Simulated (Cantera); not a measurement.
A closed system holds: 1 mol Si, a varied amount of NF3, held at 377 °C and 6.10 mbar.

Equilibrium computed with Cantera from the NASA thermochemical tables; the gas is ideal and each condensed phase is pure. Candidate condensed phases: Si, Si3N4; 16 gas species. Kinetics and transport are ignored.

Q: What share of the Si ends up in condensed phases as a function of n(NF3) (mol), at 0.62, 0.82, 1.1, 1.5, 1.9, 2.6, 3.4?

A: 
```csv
n(NF3) (mol),Si condensed (%),as
0.62,53.5,Si(s) + Si3N4(s)
0.82,38.5,Si3N4(s)
1.1,17.5,Si3N4(s)
1.5,0.0,-
1.9,0.0,-
2.6,0.0,-
3.4,0.0,-
```
